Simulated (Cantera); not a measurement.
What does this Cantera script print?

```python
import numpy as np
import cantera as ct

gas = ct.Solution("gri30.yaml")
gas.TP = 300, 100000
flame = ct.CounterflowDiffusionFlame(gas, width=0.02)
flame.fuel_inlet.X, flame.fuel_inlet.T = {'CO': 1, 'H2': 0.14}, 400
flame.oxidizer_inlet.X, flame.oxidizer_inlet.T = {'O2': 0.18, 'N2': 0.82}, 450
flame.set_refine_criteria(ratio=3, slope=0.12, curve=0.24, prune=0.03)
show = ['OH', 'H', 'NO', 'CO']

rows = []
print(f"{'mdot':>8s}{'a_max':>10s}{'a_mean':>10s}{'Tmax/K':>9s}" + "".join(f"{s:>11s}" for s in show) + "   (peak mole fractions)")
for i, mdot in enumerate([0.6, 0.88, 1.3, 1.9, 2.8, 4.2, 6.1]):  # kg/m2/s on the oxidiser side
    flame.oxidizer_inlet.mdot, flame.fuel_inlet.mdot = mdot, 1.1 * mdot
    flame.solve(loglevel=0, auto=(i == 0))
    if flame.T.max() < max(400, 450) + 100:
        print(f"{mdot:8.3g}  no burning solution found from the previous one")
        break
    dT = np.abs(np.gradient(flame.T, flame.grid))
    rows.append([flame.strain_rate("max"), flame.strain_rate("mean"), flame.T.max(),
                 *(flame.X[gas.species_index(s)].max() for s in show), max(dT[0], dT[-1]) / dT.max()])
    print(f"{mdot:8.3g}{rows[-1][0]:10.1f}{rows[-1][1]:10.1f}{rows[-1][2]:9.1f}" + "".join(f"{x:11.3e}" for x in rows[-1][3:-1]))
```

Output:

```
    mdot     a_max    a_mean   Tmax/K         OH          H         NO         CO   (peak mole fractions)
     0.6     312.9      83.3   1939.2  5.632e-03  8.366e-03  5.993e-05  8.855e-01
    0.88     445.5     122.2   1892.3  5.572e-03  9.614e-03  5.053e-05  8.855e-01
     1.3     641.4     180.5   1843.5  5.455e-03  1.102e-02  4.318e-05  8.849e-01
     1.9     917.3     263.8   1792.1  5.238e-03  1.242e-02  3.694e-05  8.846e-01
     2.8    1321.0     388.7   1736.5  4.940e-03  1.384e-02  3.099e-05  8.846e-01
     4.2    1936.8     583.0   1674.5  4.574e-03  1.516e-02  2.498e-05  8.847e-01
     6.1    2752.1     846.8   1611.5  4.110e-03  1.605e-02  1.920e-05  8.845e-01
```

Model: GRI-Mech 3.0 (53 species, 325 reactions), integrated in Cantera. The maximum strain rate includes the flame's own expansion and is several times the mean.
